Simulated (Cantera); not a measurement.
What does this Cantera script print?

```python
import numpy as np
import cantera as ct

gas = ct.Solution("gri30.yaml")
gas.TPX = 2000, 11, {'C2H6': 1, 'H2': 93}
reactor = ct.IdealGasConstPressureReactor(gas, energy="off", clone=False)
net = ct.ReactorNet([reactor])
net.rtol, net.atol = 1e-08, 1e-18
show = ['C2H6', 'H2', 'CH3', 'H', 'CH4', 'C2H4', 'CH2']
times = np.geomspace(3e-05, 20, 11)

steps = ct.SolutionArray(gas, extra=["t"])
rows = []
print(f"{'t/s':>10s}{'T/K':>9s}{'P/Pa':>11s}" + "".join(f"{s:>11s}" for s in show))
for t in times:
    while net.time < t:
        t_next = net.step()
        steps.append(gas.state, t=t_next)
    rows.append([np.interp(t, steps.t, y) for y in (steps.T, steps.P, *steps(*show).X.T)])
    print(f"{t:10.3e}{rows[-1][0]:9.1f}{rows[-1][1]:11.4g}" + "".join(f"{x:11.3e}" for x in rows[-1][2:]))
rate = np.gradient(steps.T, steps.t)
print("integrator steps:", len(steps.t))
if steps.T.max() > steps.T[0] + 200:
    print(f"time of steepest temperature rise: {steps.t[rate.argmax()]:.4e} s")
gas.TPX = 2000, 11, {'C2H6': 1, 'H2': 93}
gas.equilibrate("TP")
print(f"equilibrium (TP): T = {gas.T:.1f} K  " + "  ".join(f"{s} {gas[s].X[0]:.3e}" for s in show))
```

It prints:

```
       t/s      T/K       P/Pa       C2H6         H2        CH3          H        CH4       C2H4        CH2
 3.000e-05   2000.0         11  1.054e-02  9.893e-01  1.929e-04  1.070e-06  9.332e-07  1.414e-09  2.594e-11
 1.147e-04   2000.0         11  1.027e-02  9.890e-01  7.179e-04  1.377e-05  1.338e-05  2.355e-08  1.252e-09
 4.384e-04   2000.0         11  9.287e-03  9.879e-01  2.474e-03  1.793e-04  1.824e-04  7.616e-07  6.545e-08
 1.676e-03   2000.0         11  6.200e-03  9.833e-01  6.349e-03  1.923e-03  2.042e-03  5.199e-05  2.888e-06
 6.407e-03   2000.0         11  8.345e-04  9.708e-01  6.378e-03  9.793e-03  1.121e-02  6.790e-04  3.512e-05
 2.449e-02   2000.0         11  1.142e-06  9.672e-01  3.883e-03  1.288e-02  1.491e-02  3.951e-04  4.149e-05
 9.364e-02   2000.0         11  9.470e-07  9.683e-01  3.522e-03  1.234e-02  1.414e-02  1.269e-04  3.720e-05
 3.580e-01   2000.0         11  6.219e-07  9.709e-01  2.714e-03  1.128e-02  1.194e-02  8.029e-05  2.846e-05
 1.369e+00   2000.0         11  2.421e-07  9.747e-01  1.602e-03  1.016e-02  7.826e-03  3.197e-05  1.719e-05
 5.232e+00   2000.0         11  4.317e-08  9.769e-01  6.939e-04  1.070e-02  3.222e-03  6.466e-06  8.827e-06
 2.000e+01   2000.0         11  2.301e-09  9.756e-01  1.834e-04  1.362e-02  6.665e-04  6.274e-07  3.216e-06
integrator steps: 971
equilibrium (TP): T = 2000.0 K  C2H6 2.829e-16  H2 8.466e-01  CH3 4.284e-07  H 1.437e-01  CH4 1.282e-07  C2H4 6.011e-09  CH2 9.417e-08
```

Cantera simulation using GRI-Mech 3.0 (53 species, 325 reactions); the numbers are that mechanism's predictions, not measurements. GRI-Mech 3.0 stops at C3 and has no aromatics, soot or wall deposition, so with more carbon than oxygen in the feed, carbon stays in small species such as C2H2 where larger ones or solid carbon would form. Radical loss at walls, strong at low pressure, is not modelled.
